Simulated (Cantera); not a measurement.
Feed: 1 mol Cr, 1.7 mol O₂, 2.4 mol H₂, at 1900 K and 1 atm.

These are equilibrium values from Cantera (NASA tables, ideal gas, pure condensed phases), not measurements of a reactor. Candidate condensed phases: Cr, Cr₂O₃, H₂O; 13 gas species. Equilibrium is a limit: real reactors are often held back by kinetics, nucleation or transport.

Base state: H₂O 0.791, H₂ 0.208, H 0.000360, OH 0.000112 (mole fractions); condensed: Cr₂O₃(s).

Task: What changes in the equilibrium state with this change: O₂ from 1.7 to 0.55 mol?

Result: 
```json
[
 {"species": "H₂", "before": "0.208", "after": "0.989"},
 {"species": "H₂O", "before": "0.791", "after": "0.00991"},
 {"species": "H", "before": "0.000360", "after": "0.000784"},
 {"species": "Cr", "before": "4.67e-8", "after": "0.000345"},
 {"species": "OH", "before": "0.000112", "after": "6.46e-7"},
 {"species": "Cr₂O₃(s), mol", "before": "0.500", "after": "0.359"},
 {"species": "Cr(s), mol", "before": "0", "after": "0.282"}
]
```
Mutual solubility and eutectic melting of coexisting phases are not modelled.

Task: What changes in the equilibrium state with this change: pressure from 1 atm to 0.0135 Torr?

Result: 
```tsv
species	before	after
H₂O	0.791	0.669
H₂	0.208	0.189
H	0.000360	0.0813
OH	0.000112	0.0237
O₂	2.42e-7	0.0118
CrO₂	1.51e-7	0.00820
Cr	4.67e-8	0.00292
CrO	1.06e-7	0.00621
O	1.46e-7	0.00765
CrO₃	<1e-9	1.71e-5
Cr₂O₃(s), mol	0.500	0.477
```

Task: What changes in the equilibrium state with this change: O₂ from 1.7 to 0.028 mol?

Result: 
```csv
species,before,after
H₂,0.208,0.989
H₂O,0.791,0.00991
H,0.000360,0.000784
Cr,4.67e-8,0.000345
OH,0.000112,6.46e-7
"Cr₂O₃(s), mol",0.500,0.0107
"Cr(s), mol",0,0.978
```
Mutual solubility and eutectic melting of coexisting phases are not modelled.
